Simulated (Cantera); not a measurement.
# Equilibrium for boron, boron nitride and boron oxide: BF3 + O2

Input: 1 mol BF3, 4.1 mol O2, equilibrated at 0.0133 bar.

Method: chemical equilibrium by Gibbs-energy minimisation in Cantera with the NASA 1993 tables (ideal gas, pure condensed phases). Candidate condensed phases: B, B2O3; 21 gas species. The tables' values for BF2 are old estimates; treat these amounts as uncertain. Equilibrium is a limit: real reactors are often held back by kinetics, nucleation or transport.

| T (K) | x O2 | x BF3 | x F | x BOF | x O |
|---|---|---|---|---|---|
| 1898 | 0.795 | 0.191 | 0.00747 | 0.00370 | 0.00227 |
| 1948 | 0.792 | 0.189 | 0.0109 | 0.00539 | 0.00342 |
| 1998 | 0.786 | 0.185 | 0.0155 | 0.00771 | 0.00506 |
| 2048 | 0.779 | 0.181 | 0.0217 | 0.0108 | 0.00733 |
| 2098 | 0.769 | 0.176 | 0.0298 | 0.0148 | 0.0104 |
| 2148 | 0.757 | 0.169 | 0.0401 | 0.0199 | 0.0145 |
| 2198 | 0.741 | 0.160 | 0.0529 | 0.0263 | 0.0199 |
x: gas mole fraction; nothing condenses.

From 1898 K to 2198 K nothing is condensed. The main B-bearing gas is BF3 throughout.
